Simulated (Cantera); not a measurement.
## Fluorocarbon and chlorocarbon gases: C2F6 + CH4

A closed system holds: 1 mol C2F6, 0.021 mol CH4, at 1.90 Pa.

Equilibrium computed with Cantera from the NASA thermochemical tables; the gas is ideal and each condensed phase is pure. Candidate condensed phases: C, C6H6, C7H8, C8H18; 95 gas species. The feed counts by its element totals alone. Gases not in the tables: C2F6 and larger saturated fluorocarbons. The numbers say what is thermodynamically allowed, not how fast it happens.

| T (K) | log p F | log p CF4 | log p CF2 | log p HF | n C(graphite) |
|---|---|---|---|---|---|
| 1698 | -5.64 | -4.87 | -5.67 | -6.06 | 0.493 |
| 1748 | -5.38 | -4.97 | -5.48 | -6.12 | 0.471 |
| 1798 | -5.17 | -5.16 | -5.34 | -6.21 | 0.462 |
| 1848 | -5.00 | -5.49 | -5.29 | -6.32 | 0.524 |
| 1898 | -4.89 | -5.99 | -5.33 | -6.43 | 0.738 |
| 1948 | -4.83 | -6.63 | -5.46 | -6.49 | 1.05 |
| 1998 | -4.79 | -7.34 | -5.63 | -6.52 | 1.33 |
| 2048 | -4.77 | -8.06 | -5.81 | -6.54 | 1.54 |
log p: log10 of the partial pressure in bar; n: condensed amount in mol.

From 1698 K to 2048 K the condensed part is C(graphite). The main C-bearing gas is CF4 at 1698 K and CF2 at 2048 K. The share of C in condensed phases is highest at 2048 K (76.2 %) and lowest at 1798 K (22.8 %).
